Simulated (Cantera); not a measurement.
An adiabatic, constant-pressure homogeneous reactor starts with CO : H₂ : CH₄ : O₂ : N₂ = 1 : 1.1 : 0.29 : 3.79 : 14.3 (molar parts), at 1500 K and 1.00 bar. Integrator tolerance rtol = 1e-08.

Model: GRI-Mech 3.0 (53 species, 325 reactions), integrated in Cantera.

### Question
What does this change do: H2 1.1 to 0.39 parts?

### Answer
```json
[
 {"quantity": "time of steepest temperature rise", "before": "27.7 µs", "after": "58.2 µs"},
 {"quantity": "temperature at 3.00 s", "before": "2414 K", "after": "2268 K"},
 {"quantity": "equilibrium temperature", "before": "2414 K", "after": "2268 K"},
 {"quantity": "x(CO) at 3.00 s", "before": "0.00442 (gas-phase equilibrium 0.00442)", "after": "0.00176 (gas-phase equilibrium 0.00176)"},
 {"quantity": "x(H₂) at 3.00 s", "before": "0.000974 (gas-phase equilibrium 0.000974)", "after": "0.000237 (gas-phase equilibrium 0.000237)"},
 {"quantity": "x(CH₄) at 3.00 s", "before": "<1e-12 (gas-phase equilibrium <1e-12)", "after": "<1e-12 (gas-phase equilibrium <1e-12)"},
 {"quantity": "x(O) at 3.00 s", "before": "0.00301 (gas-phase equilibrium 0.00301)", "after": "0.00146 (gas-phase equilibrium 0.00146)"},
 {"quantity": "x(CH₂CO) at 3.00 s", "before": "<1e-12 (gas-phase equilibrium <1e-12)", "after": "<1e-12 (gas-phase equilibrium <1e-12)"},
 {"quantity": "x(C₂H₄) at 3.00 s", "before": "<1e-12 (gas-phase equilibrium <1e-12)", "after": "<1e-12 (gas-phase equilibrium <1e-12)"},
 {"quantity": "x(CO₂) at 3.00 s", "before": "0.0615 (gas-phase equilibrium 0.0615)", "after": "0.0657 (gas-phase equilibrium 0.0657)"}
]
```
